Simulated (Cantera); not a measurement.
Source: NASA polynomial tables (part measured, part estimated), evaluated in Cantera. Values are per mole of reaction as written; species without (g) are pure solids or liquids, kept so even where they would boil at 1 bar.

NH3(g) + 3 CsCl = 3 Cs(g) + 3 HCl(g) + N(g), with ΔH° = 1799.7 kJ and ΔS° = 744.3 J/K at 300 K.

**Question.** How far is the shortcut ΔG° ≈ ΔH°(300 K) − T·ΔS°(300 K) from the full temperature-dependent value at 1075, 1150, 1225, 1300, 1375, 1450 K?

**Answer.** 
```csv
T (K),shortcut (kJ),full (kJ),difference (kJ),difference in log10 K,condensed phases
1075,999.5,1037.7,-38.2,1.86,CsCl(l)
1150,943.7,992.3,-48.6,2.21,CsCl(l)
1225,887.9,947.5,-59.6,2.54,CsCl(l)
1300,832.0,903.2,-71.1,2.86,CsCl(l)
1375,776.2,859.3,-83.1,3.16,CsCl(l)
1450,720.4,816.0,-95.6,3.44,CsCl(l)
```
The shortcut ignores heat capacities and the phase changes listed.
